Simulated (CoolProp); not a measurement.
Vapour-liquid equilibrium of n-butane (1) + n-decane (2) at 0.538 bar; x and y are mole fractions of (1).

Values from CoolProp's multi-fluid Helmholtz-energy mixture model, Bücker 2006 and Lemmon 2006; pair parameters Kunz 2012.

Give the bubble temperature and the first vapour's composition at x = 0.2, 0.35, 0.8. Is there an azeotrope?

x = 0.2: 296.3 K, y = 0.997; x = 0.35: 280.3 K, y = 0.999; x = 0.8: 262.0 K, y = 1.000. No azeotrope shows between x = 0.05 and 0.95.

Pair parameters are fitted to limited data, so mixtures are less certain than the pure fluids. The gap from Raoult's law changes sign with composition, which may be real or a fault of the pair parameters; it wasn't checked against measurements.
